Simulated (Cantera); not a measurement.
Charge: 1 mol SiC, 0.066 mol H₂O, 46 mol N₂, 0.11 mol O₂, held at 2175 K and 1 atm.

Method: chemical equilibrium by Gibbs-energy minimisation in Cantera with the NASA 1993 tables (ideal gas, pure condensed phases). Candidate condensed phases: C, C₆H₆, C₇H₈, C₈H₁₈, H₂O, Si, SiC, SiO₂, Si₂N₂O, Si₃N₄; 151 gas species. The tables' values for SiN are old estimates; treat these amounts as uncertain. Rates play no part.

Base state: N₂ 0.992, CO 0.00321, SiO 0.00296, H₂ 0.00127, Si 0.000234, H 0.000173, HCN 0.000119, SiN 4.16e-5 (mole fractions); condensed: SiC(s).

Question: What changes in the equilibrium state with this change: O₂ from 0.11 to 0.017 mol?

Answer: 
```tsv
species	before	after
N₂	0.992	0.996
H₂	0.00127	0.00127
CO	0.00321	0.00119
SiO	0.00296	0.000976
Si₂N	3.85e-5	3.43e-5
HCN	0.000119	0.000127
Si₂C	1.26e-5	1.19e-5
SiC(s), mol	0.845	0.938
```

Question: What changes in the equilibrium state with this change: temperature from 2175 K to 950 K?

Answer: 
```
species             before    after
----------------  --------  -------
N₂                   0.992    0.999
H₂                 0.00127  0.00145
HCN               0.000119  8.49e-8
CO                 0.00321    <1e-9
SiO                0.00296    <1e-9
Si                0.000234    <1e-9
H                 0.000173    <1e-9
SiN                4.16e-5    <1e-9
SiC(s), mol          0.845        0
C(graphite), mol         0    1.000
Si₂N₂O(s), mol           0    0.286
Si₃N₄(s), mol            0    0.143
```
N₂ is the only nitrogen source here; it is nearly inert below about 1500 K, so the nitride shown seldom forms there in practice.
